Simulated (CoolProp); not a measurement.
The fluid at 365.57 K and 0.234 MPa is throttled through a valve to 0.137 MPa with no heat exchange. The same conditions are run with several fluids, on thermodynamics alone (safety and materials aside).

Values from CoolProp's reference Helmholtz-energy equation of state of each fluid (normal hydrogen: Leachman 2009; R123: Younglove 1994; R142b: Lemmon 2006; R114: Platzer 1990; sulfur hexafluoride: Guder 2009). The equations of Platzer and Polt are older, rougher fits.

| fluid | temperature change (K) | final density (kg/m³) |
|---|---|---|
| normal hydrogen | +0.0 | 0.0908 |
| R123 | -2.0 | 7.14 |
| R142b | -1.3 | 4.63 |
| R114 | -1.2 | 7.90 |
| sulfur hexafluoride | -0.5 | 6.64 |
